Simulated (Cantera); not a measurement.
Moist CO burnout

An isothermal, constant-pressure homogeneous reactor starts with CO : O₂ : H₂O : N₂ : H₂ = 0.0067 : 0.022 : 0.03 : 1 : 0.0034 (molar parts), at 1425 K and 9.87 atm.

Cantera simulation using GRI-Mech 3.0 (53 species, 325 reactions); the numbers are that mechanism's predictions, not measurements. The hydrogen kinetics of GRI-Mech 3.0 are dated; newer H2 mechanisms differ, most at raised pressure.

| t (s) | x CO | x O₂ | x H₂O | x H₂ | x NO |
|---|---|---|---|---|---|
| 0.000100 | 0.00439 | 0.0182 | 0.0313 | 0.000179 | 7.54e-8 |
| 0.000242 | 0.00284 | 0.0174 | 0.0314 | 6.55e-5 | 9.19e-8 |
| 0.000585 | 0.00133 | 0.0167 | 0.0315 | 3.15e-5 | 1.09e-7 |
| 0.00141 | 0.000386 | 0.0162 | 0.0316 | 9.70e-6 | 1.23e-7 |
| 0.00342 | 6.55e-5 | 0.0161 | 0.0316 | 1.88e-6 | 1.34e-7 |
| 0.00827 | 6.83e-6 | 0.0160 | 0.0316 | 2.86e-7 | 1.41e-7 |
| 0.0200 | 3.60e-7 | 0.0160 | 0.0316 | 6.86e-8 | 1.44e-7 |
| 0.0484 | 2.54e-8 | 0.0160 | 0.0316 | 5.27e-8 | 1.45e-7 |
| 0.117 | 2.39e-8 | 0.0160 | 0.0316 | 5.23e-8 | 1.45e-7 |
| 0.283 | 2.39e-8 | 0.0160 | 0.0316 | 5.23e-8 | 1.46e-7 |
| 0.684 | 2.39e-8 | 0.0160 | 0.0316 | 5.23e-8 | 1.49e-7 |
| 1.65 | 2.39e-8 | 0.0160 | 0.0316 | 5.23e-8 | 1.56e-7 |
| 4.00 | 2.39e-8 | 0.0160 | 0.0316 | 5.23e-8 | 1.72e-7 |
x: mole fraction; the columns are a selection and need not sum to one.

Equilibrium at this temperature and pressure: CO 2.40e-8, O₂ 0.0159, H₂O 0.0316, H₂ 5.25e-8, NO 0.000252 (gas phase only).
